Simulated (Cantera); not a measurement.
Feed: 1 mol trisilylamine, 1.1 mol N2, 0.44 mol H2, held at 0.0790 bar.

Cantera equilibrium calculation (NASA polynomials, part measured and part estimated; ideal gas, pure solids and liquids). Candidate condensed phases: Si, Si3N4; 18 gas species. The feed counts by its element totals alone. Mutual solubility and eutectic melting of coexisting phases are not modelled. Equilibrium is a limit: real reactors are often held back by kinetics, nucleation or transport.

Q: At 1448 K, list the 3 most abundant gas species with their mole fractions, and the condensed phases.

A: H2 1.000, N2 0.000208, H 3.28e-5. Condensed: Si(s) + Si3N4(s).
